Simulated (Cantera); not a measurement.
Thermodynamics of abatement and gas-phase synthesis, feed HI + O₂ + N₂

A closed system holds: 1 mol HI, 1.7 mol O₂, 22 mol N₂, at 11.0 bar.

These are equilibrium values from Cantera (NASA tables, ideal gas, pure condensed phases), not measurements of a reactor. Candidate condensed phases: H₂O, I₂; 27 gas species. Equilibrium is a limit: real reactors are often held back by kinetics, nucleation or transport.

```tsv
T (K)	x N₂	x O₂	x I	x NO	x O	x H₂O	x OH
1473	0.887	0.0582	0.0270	0.000598	2.03e-7	0.0201	1.10e-5
1673	0.883	0.0575	0.0351	0.00145	2.42e-6	0.0200	5.36e-5
1873	0.881	0.0567	0.0382	0.00290	1.70e-5	0.0199	0.000186
2073	0.879	0.0555	0.0392	0.00505	8.16e-5	0.0197	0.000504
2273	0.878	0.0538	0.0395	0.00792	0.000296	0.0193	0.00114
2473	0.875	0.0515	0.0395	0.0114	0.000867	0.0186	0.00221
2673	0.872	0.0485	0.0395	0.0154	0.00214	0.0175	0.00381
2873	0.868	0.0448	0.0394	0.0197	0.00459	0.0157	0.00590
3073	0.862	0.0404	0.0393	0.0239	0.00876	0.0134	0.00823
3273	0.855	0.0353	0.0391	0.0276	0.0151	0.0105	0.0104
3473	0.847	0.0298	0.0388	0.0306	0.0240	0.00731	0.0117
```
x: gas mole fraction; nothing condenses.

From 1473 K to 3473 K nothing is condensed.
